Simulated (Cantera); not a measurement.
Feed: 1 mol SiF4, 0.13 mol O3, 170 mol N2, at 0.00133 bar.

These are equilibrium values from Cantera (NASA tables, ideal gas, pure condensed phases), not measurements of a reactor. Candidate condensed phases: Si, SiO2, Si2N2O, Si3N4; 28 gas species. The tables' values for SiF3 are old estimates; treat these amounts as uncertain. The numbers say what is thermodynamically allowed, not how fast it happens. All values below are at 2000 K.

Base state: N2 0.992, SiF4 0.00553, O2 0.000625, F 0.000612, NO 0.000469, O 0.000458, SiF3 0.000209, SiO 9.84e-5 (mole fractions); condensed: gas only.

Q: What changes in the equilibrium state with this change: SiF4 replaced by SiH4?

A: 
```tsv
species	before	after
N2	0.992	0.981
H2	0	0.00938
H	0	0.00431
SiF4	0.00553	0
Si	<1e-9	0.00346
O2	0.000625	<1e-9
F	0.000612	0
NO	0.000469	<1e-9
O	0.000458	<1e-9
SiF3	0.000209	0
```
The tables' values for SiN are old estimates; treat these amounts as uncertain. Further candidate phases: H2O.
